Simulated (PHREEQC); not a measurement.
Dissolve 23 mmol/kgw MgCl2 and 0.012 mmol/kgw CO2 at 15 °C. Closed to the air; pH follows from the charge balance.

Model: ion-association model, phreeqc.dat, run in PHREEQC.

This is a speciation only: nothing precipitates in the calculation.

Question: Order these C species by the share of C that they hold, largest first: CO2, MgHCO3+, HCO3-.

Answer: CO2 (80 %), HCO3- (18 %), MgHCO3+ (2.2 %)

The pH is 5.68 and the ionic strength 0.0690 mol/kgw.
